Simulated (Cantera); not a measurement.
Gas mixture: 100 % H2, at 680000 Pa, frozen composition.

Cantera's kinetic-theory transport with the Lennard-Jones parameters of GRI-Mech 3.0, ideal gas; thermal conductivity in the mixture-averaged form.

D: mixture-averaged diffusion coefficient of that species in the mixture.

```
T (K)  ρ (kg/m³)  cp (J/kg/K)  μ (µPa s)  λ (mW/m/K)     Pr  D (cm²/s) CH4  D (cm²/s) H2O  D (cm²/s) H2
-----  ---------  -----------  ---------  ----------  -----  -------------  -------------  ------------
400        0.412        14520       10.9         229  0.689          0.180          0.217         0.000
600        0.275        14510        [?]         [?]  0.688            [?]            [?]         0.000
800        0.206        14690       17.0         363  0.689          0.576          0.732         0.000
1000       0.165        14960        [?]         [?]  0.687            [?]            [?]         0.000
1200       0.137        15380       22.1         494  0.689           1.13           1.46         0.000
1400       0.118        15800       24.4         559  0.690           1.46           1.88         0.000
1600       0.103        16220       26.6         625  0.691           1.82           2.36         0.000
```

Task: What belongs in the gaps?

Result: 
- 600, μ (µPa s): 14.1
- 600, λ (mW/m/K): 298
- 600, D (cm²/s) CH4: 0.356
- 600, D (cm²/s) H2O: 0.445
- 1000, μ (µPa s): 19.7
- 1000, λ (mW/m/K): 428
- 1000, D (cm²/s) CH4: 0.835
- 1000, D (cm²/s) H2O: 1.07
